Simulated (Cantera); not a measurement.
Charge: 1 mol Si, 0.0069 mol O₂, 58 mol H₂, at 500 Pa.

Equilibrium computed with Cantera from the NASA thermochemical tables; the gas is ideal and each condensed phase is pure. Candidate condensed phases: H₂O, Si, SiO₂; 18 gas species. Mutual solubility and eutectic melting of coexisting phases are not modelled. The tables hold silica as quartz up to 1696 K and as liquid above; real silica turns to tridymite and cristobalite and melts near 1996 K. Gases not in the tables: Si₂H₆ and higher silanes. Rates play no part.

### Question
What share of the Si ends up in condensed phases as a function of T (K), at 900, 1000, 1100, 1200, 1300, 1400, 1500, 1600, 1700, 1800, 1900, 2000?

### Answer
```json
[
 {"T (K)": "900", "Si condensed (%)": "100.0", "as": "Si(s) + SiO₂(β-quartz)"},
 {"T (K)": "1000", "Si condensed (%)": "100.0", "as": "Si(s) + SiO₂(β-quartz)"},
 {"T (K)": "1100", "Si condensed (%)": "100.0", "as": "Si(s) + SiO₂(β-quartz)"},
 {"T (K)": "1200", "Si condensed (%)": "99.4", "as": "Si(s) + SiO₂(β-quartz)"},
 {"T (K)": "1300", "Si condensed (%)": "98.6", "as": "Si(s)"},
 {"T (K)": "1400", "Si condensed (%)": "98.6", "as": "Si(s)"},
 {"T (K)": "1500", "Si condensed (%)": "98.6", "as": "Si(s)"},
 {"T (K)": "1600", "Si condensed (%)": "98.5", "as": "Si(s)"},
 {"T (K)": "1700", "Si condensed (%)": "97.7", "as": "Si(l)"},
 {"T (K)": "1800", "Si condensed (%)": "94.4", "as": "Si(l)"},
 {"T (K)": "1900", "Si condensed (%)": "82.3", "as": "Si(l)"},
 {"T (K)": "2000", "Si condensed (%)": "42.6", "as": "Si(l)"}
]
```
